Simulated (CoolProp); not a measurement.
Saturated liquid density (kg/m³) of R365MFC: the reference equation beside estimates from Tc = 460.0 K, pc = 3266 kPa, ω = 0.377.

Computed with CoolProp (reference Helmholtz-energy equation of state, Lemmon 2016).

| T (K) | reference | van der Waals | Redlich-Kwong |
|---|---|---|---|
| 299.3 | 1255 | 751.5 | 1099 |
| 308.4 | 1235 | 739.9 | 1078 |
| 317.5 | 1215 | 727.9 | 1057 |
| 326.6 | 1194 | 715.5 | 1035 |
| 335.6 | 1173 | 702.7 | 1012 |
| 344.7 | 1151 | 689.2 | 988.3 |
| 353.8 | (withheld) | 675.1 | 963.0 |
| 362.9 | 1104 | (withheld) | 936.5 |
| 371.9 | 1079 | 645.0 | (withheld) |
| 381 | 1053 | 628.6 | 879.3 |
| 390.1 | 1024 | 611.2 | 847.9 |
| 399.1 | 994.4 | 592.8 | 814.7 |

### Question
Some entries are withheld; supply them.

### Answer

- 353.8, reference: 1128
- 362.9, van der Waals: 660.4
- 371.9, Redlich-Kwong: 908.8

Absolute difference from the reference over all 12 rows, mean and median: van der Waals 40.2 and 40.1 %, Redlich-Kwong 14.7 and 14.4 %.
